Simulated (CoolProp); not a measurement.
R141b along the isotherm 226.85 °C: fugacity coefficient from the reference equation and from simpler models built on Tc = 204.4 °C, pc = 42.12 bar, ω = 0.220; each cubic takes its own stable root.

Model: reference Helmholtz-energy equation of state, Lemmon 2006, in CoolProp. It is a short technical equation, of lower accuracy than the large ones.

| p (bar) | phase | reference | van der Waals | Redlich-Kwong | Soave-Redlich-Kwong |
|---|---|---|---|---|---|
| 10.5 | gas | 0.9310 | 0.9342 | 0.9268 | 0.9282 |
| 21.1 | gas | 0.8619 | 0.8682 | 0.8548 | 0.8577 |
| 31.6 | gas | 0.7936 | 0.8025 | 0.7849 | 0.7893 |
| 42.1 | gas | (withheld) | 0.7345 | 0.7150 | 0.7214 |
| 52.6 | supercritical | 0.6516 | 0.6578 | 0.6421 | 0.6519 |
| 63.2 | supercritical | 0.5778 | 0.5861 | 0.5711 | 0.5833 |
| 73.7 | supercritical | 0.5194 | 0.5335 | 0.5166 | 0.5290 |
| 84.2 | supercritical | 0.4745 | 0.4939 | 0.4747 | (withheld) |
| 94.8 | supercritical | 0.4390 | 0.4631 | 0.4416 | 0.4534 |
| 105 | supercritical | 0.4117 | 0.4397 | (withheld) | 0.4276 |

Question: What belongs in the gaps?

Answer: 
- 42.1, reference: 0.7243
- 84.2, Soave-Redlich-Kwong: 0.4869
- 105, Redlich-Kwong: 0.4160
